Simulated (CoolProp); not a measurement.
Saturation properties of trans-2-butene (Tc = 155.5 °C, pc = 4.019 MPa, ω = 0.210).

Values from CoolProp's reference Helmholtz-energy equation of state, Lemmon 2005. It is a short technical equation, of lower accuracy than the large ones.

| T (°C) | p (MPa) | liquid density (kg/m³) | surface tension (mN/m) |
|---|---|---|---|
| 35.65 | 0.3235 | 585.6 | (withheld) |
| 40.65 | 0.3734 | 579.3 | 11.2 |
| 45.65 | 0.4290 | 572.9 | 10.6 |
| 50.75 | 0.4918 | 566.2 | 10.0 |
| 55.75 | 0.5598 | 559.5 | 9.46 |
| 60.85 | 0.6362 | (withheld) | 8.88 |
| 65.85 | 0.7184 | 545.5 | (withheld) |
| 70.85 | 0.8082 | 538.2 | 7.77 |
| 75.95 | 0.9082 | 530.6 | 7.21 |
| 80.95 | 1.015 | 522.9 | (withheld) |
| 85.95 | 1.130 | 514.9 | 6.14 |

**Question.** What belongs in the gaps?

**Answer.** 
- 35.65, surface tension (mN/m): 11.8
- 60.85, liquid density (kg/m³): 552.5
- 65.85, surface tension (mN/m): 8.32
- 80.95, surface tension (mN/m): 6.67

It boils at 0.9 °C under 1 atm.

Surface tension comes from a separate correlation (Mulero 2014).
